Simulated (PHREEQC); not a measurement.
**Phosphoric acid bath: speciation**

Solution (25 °C): 0.2 mol H3PO4 and 0.036 mol HF per kg of water. Closed to the air; pH follows from the charge balance.

The numbers come from PHREEQC with the ion-association model, phreeqc.dat.

No solid was allowed to form.

Estimate the pH.

pH 1.47.

In which forms is F present?

HF 97 %, F- 2.3 %, HF2- 0.6 % of the F.

Complexes and solids missing from the database can't appear.
